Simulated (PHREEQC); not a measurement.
Solution (20 °C): 0.0093 mol/kgw NaH2PO4 and 0.17 mol/kgw Na2SO4. Closed to the air; pH follows from the charge balance.

Equilibrium calculation in PHREEQC: ion-association model, phreeqc.dat.

This is a speciation only: nothing precipitates in the calculation.

Task: Predict the pH.

Result: pH 4.72.

Task: In which forms is S present?

Result: SO4-2 75 %, NaSO4- 25 % of the S.
